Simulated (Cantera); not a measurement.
An isothermal, constant-pressure homogeneous reactor starts with N2O : O2 : H2O = 1 : 0.27 : 0.0059 (molar parts), at 1100 K and 0.0681 atm.

Detailed kinetics in Cantera: GRI-Mech 3.0 (53 species, 325 reactions). GRI-Mech 3.0 was tuned for natural gas; its chemistry of N2O as a main component is partial and can be far from experiment. The mechanism lacks the step 2 NO + O2 → 2 NO2, which can matter for NO2 below about 1400 K. The temperature is held fixed by assumption; the heat of reaction is taken as removed at once.

One state of this run: x N2O = 0.738; x O2 = 0.224; x NO2 = 0.000142; x N2 = 0.0320; x NO = 0.00197; x O = 3.13e-7. x: mole fraction; the columns are a selection and need not sum to one.

Q: Which value of t (s) does it belong to?
A. 0.00252
B. 0.000100
C. 4.00e-6
D. 7.98

A: D, 7.98
